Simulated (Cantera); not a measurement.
Abatement and gas-phase synthesis: H2S + SO2 + O2 + H2

Feed: 1 mol H2S, 0.012 mol SO2, 5 mol O2, 0.052 mol H2, at 2677 °C and 0.000510 bar.

Cantera equilibrium calculation (NASA polynomials, part measured and part estimated; ideal gas, pure solids and liquids). Candidate condensed phases: H2O, H2SO4, S; 19 gas species. Kinetics and transport are ignored.

The x(O) comes out as 0.720. The x(H) is 0.163 and the x(S) comes out as 0.0589. The x(O2) is 0.0293. The x(SO) is 0.0210 and the x(OH) is 0.00531. The x(SO2) is 0.00160. The x(H2) is 0.000740 and the x(H2O) is 7.57e-5. The gas amount is 12.40 mol and the log10 activity of S(l) (absent) is -5.73.
